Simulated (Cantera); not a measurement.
# NO annealing gas

An isothermal, constant-pressure homogeneous reactor starts with NO : N2 = 1 : 1.1 (molar parts), at 2048 K and 2670 Pa.

Detailed kinetics in Cantera: GRI-Mech 3.0 (53 species, 325 reactions). Radical loss at walls, strong at low pressure, is not modelled.

```
t (s)        x NO   x N2       x O     x NO2    x N2O
--------  -------  -----  --------  --------  -------
3.00e-6     0.476  0.524   2.96e-8  1.18e-12  2.96e-8
1.27e-5     0.476  0.524   1.25e-7  2.11e-11  1.25e-7
5.38e-5     0.476  0.524   5.32e-7  3.76e-10  5.30e-7
0.000228    0.476  0.524   2.27e-6   6.55e-9  2.23e-6
0.000965    0.476  0.524   9.83e-6   1.04e-7  9.13e-6
0.00409     0.476  0.524   4.56e-5   1.23e-6  3.37e-5
0.0173      0.476  0.524  0.000230   7.83e-6  8.38e-5
0.0734      0.473  0.525  0.000652   1.81e-5  8.96e-5
0.311       0.461  0.531  0.000849   2.57e-5  7.98e-5
1.32        0.399  0.562   0.00133   4.32e-5  5.30e-5
5.57        0.168  0.677   0.00235   3.69e-5  7.64e-6
23.6       0.0147  0.754   0.00283   3.98e-6  1.13e-7
100       0.00900  0.756   0.00284   2.46e-6  8.07e-8
```
x: mole fraction; the columns are a selection and need not sum to one.

Equilibrium at this temperature and pressure: NO 0.00900, N2 0.756, O 0.00284, NO2 2.46e-6, N2O 8.07e-8 (gas phase only).
